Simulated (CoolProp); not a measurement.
Vapour-liquid equilibrium of R134a (1) + R245fa (2) at 0.0427 MPa; x and y are mole fractions of (1).

The numbers come from the multi-fluid Helmholtz-energy mixture model, Tillner-Roth 1994 and Akasaka 2015; pair parameters Akasaka 2014 in CoolProp.

```tsv
x	bubble temperature, mixture model (°C)	bubble temperature, Raoult's law (°C)	y, mixture model	y, Raoult's law
0.05	-9.4	-9.4	0.236	0.241
0.15	-16.7	-16.8	0.528	0.535
0.25	-22.4	-22.4	0.692	0.699
0.35	-26.9	-26.9	0.792	0.798
0.45	-30.6	-30.6	0.858	0.863
0.55	-33.7	-33.7	0.903	0.908
0.65	-36.3	-36.4	0.936	0.939
0.75	-38.6	-38.7	0.960	0.963
0.85	-40.7	-40.7	0.979	0.980
0.95	-42.5	-42.6	0.994	0.994
```

The largest gap from Raoult's law is +0.1 K in bubble temperature, at x = 0.65. No azeotrope shows between x = 0.05 and 0.95.

The pair parameters rest on a limited set of measurements; away from them the model extrapolates.
